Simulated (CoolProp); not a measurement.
Saturation properties of R245fa (Tc = 427.0 K, pc = 36.51 bar, ω = 0.378).

Values from CoolProp's reference Helmholtz-energy equation of state, Akasaka 2015.

```csv
T (K),p (bar),liquid density (kg/m³),liquid cp (kJ/(kg K)),vapour Z,surface tension (mN/m),liquid conductivity (mW/(m K))
200,0.004040,1578,1.152,0.9993,27.0,125
218.3,0.01992,1536,1.172,0.9977,24.4,118
236.7,0.07377,1493,1.197,0.9936,21.9,112
255.1,0.2180,1449,1.227,0.9858,19.3,105
273.5,0.5413,1403,1.262,0.9728,16.9,99.5
291.9,1.173,1355,1.302,0.9532,14.4,93.8
310.3,2.280,1305,1.347,0.9259,12.1,88.4
328.7,4.065,1251,1.400,0.8898,9.80,83.0
347.1,6.761,1191,1.464,0.8432,7.59,77.7
365.5,10.63,1125,1.548,0.7841,5.49,72.3
383.8,15.93,1046,1.679,0.7089,3.53,66.8
```

It boils at 288.2 K under 1 atm.

Thermal conductivity comes from a separate model (Huber 2003), an estimate that may be off by 10 % or more. Surface tension comes from a separate correlation (Mulero 2012).
